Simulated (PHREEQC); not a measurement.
Consider water at 25 °C with 0.0043 mol/kgw ZnSO4, 0.00043 mol/kgw CuCl2, 0.015 mol/kgw H2SO4 and 0.0003 mol/kgw HF. Closed to the air; pH follows from the charge balance.

The numbers come from PHREEQC with the ion-association model, phreeqc.dat.

Q: The ionic strength comes out as 0.0391 mol/kgw. What activity coefficients do H+, Zn+2, Zn(SO4)2-2, ZnCl+, Cu+2 get?

A: H+ 0.86, Zn+2 0.50, Zn(SO4)2-2 0.49, ZnCl+ 0.83, Cu+2 0.51.

This is a speciation only: nothing precipitates in the calculation.
